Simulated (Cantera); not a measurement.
A Cantera script and what it prints.

```python
import numpy as np
import cantera as ct

gas_names = [...]  # 109 gases of nasa_gas.yaml made of C, Cl, H, Si
cond_names = """
    C(gr) C6H6(L) C7H8(L) C8H18(L),n-octa Si(cr) Si(L) SiC(b)
""".split()


# ... load() reads the species with a 1 bar reference pressure and builds the phases ...
atoms = {
    'CH3SiH3': {'C': 1, 'H': 6, 'Si': 1},
    'HCl': {'H': 1, 'CL': 1},
    'H2': {'H': 2},
}
top_T = {'C(gr)': 4500, 'SiC(b)': 3050}  # K; cautious upper limits of use, not melting points


# ... equilibrate(T, P, feed) seeds the gas with the atoms and calls Mixture.equilibrate('TP', solver="vcs", rtol=1e-11, max_steps=5000) ...
results = []
feed = {'CH3SiH3': 1, 'HCl': 1.2, 'H2': 1.4}  # mol
T = 1498.15  # K
P = 570  # Pa
mix = equilibrate(T, P, feed)
results.append((T, P, feed, dict(zip(mix.species_names, mix.species_moles))))
x = sorted(zip(gas.X, gas.species_names), reverse=True)
print(f"T = {T:g} K  P = {P:g} Pa  gas = {mix.phase_moles(0):.4g} mol")
print("   x: " + "  ".join(f"{s} {v:.3e}" for v, s in x if v > 0.001))
print("   condensed (mol): " + ("  ".join(f"{mix.phase(i).name} {mix.phase_moles(i):.4g}"
      for i in range(1, mix.n_phases) if mix.phase_moles(i) > 1e-12) or "none"))
```

Result:

```
T = 1498.15 K  P = 570 Pa  gas = 5.6 mol
   x: H2 7.870e-01  HCL 2.114e-01  SiCL2 1.317e-03
   condensed (mol): C(gr) 0.007651  SiC(b) 0.9922
```

Equilibrium computed with Cantera from the NASA thermochemical tables; the gas is ideal and each condensed phase is pure. The feed counts by its element totals alone. The tables' values for SiCl3 are old estimates; treat these amounts as uncertain.
